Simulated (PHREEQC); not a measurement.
# Acid mine or pickling water (model solution)

Model water analysis in mg/kgw, 6.5 °C, pH 3.25, pe 11.6:

```tsv
constituent	mg/kgw
Na	228
K	2.39
Ca	68.1
Mg	12.4
Cl	101
S(6) as SO4	365
N(5) as NO3	1.63
B	0.0309
Pb	0.36
Si as SiO2	0.444
```

Valence states are taken as typed.

All values are PHREEQC results (ion-association model, phreeqc.dat), not measurements.

No solid was allowed to form.

Q: Estimate the ionic strength, charge-balance error.

A: ionic strength 0.0171 mol/kgw; charge-balance error 19.4 %.

Q: In which forms is Mg present?

A: Mg+2 85 %, MgSO4 15 % of the Mg.

Species that the database lacks are ignored. Constants without temperature data keep their 25 °C values here.
